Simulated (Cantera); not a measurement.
Charge: 1 mol Si, 1.9 mol Cl2, 2.8 mol H2, at 623 K and 1.70 bar.

Cantera equilibrium calculation (NASA polynomials, part measured and part estimated; ideal gas, pure solids and liquids). Candidate condensed phases: Si; 19 gas species. Kinetics and transport are ignored.

Base state: H2 0.730, SiCl4 0.217, SiHCl3 0.0528, SiH2Cl2 0.000692, HCl 0.000139 (mole fractions); condensed: gas only.

**Question.** What changes in the equilibrium state with this change: temperature from 623 K to 1173.15 K?

**Answer.** 
```tsv
species	before	after
H2	0.730	0.691
SiCl4	0.217	0.181
SiHCl3	0.0528	0.0724
HCl	0.000139	0.0404
SiCl2	<1e-9	0.00323
SiCl3	3.33e-7	0.00771
SiH3Cl	1.81e-6	5.13e-5
SiH2Cl2	0.000692	0.00370
```
The tables' values for SiCl3 are old estimates; treat these amounts as uncertain.
